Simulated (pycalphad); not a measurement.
CALPHAD calculation (pycalphad, COST 507 light-alloy database (1999)), 1 atm. These are 1990s assessments: newer ones move some temperatures and phases.

**Question.** How does the equilibrium phase assembly of Al-31.4Si (at.%) change on cooling from 2077 °C to 227 °C?

**Answer.** 
| T (°C) | phases above | phases below |
|---|---|---|
| 849.5 | LIQUID | DIAMOND_A4 + LIQUID |
| 577.0 | DIAMOND_A4 + LIQUID | DIAMOND_A4 + FCC_A1 |
Changes were sought between steps of 50 K, so a narrower field can be missed.

FCC_A1 is fcc; DIAMOND_A4 is diamond (Si).
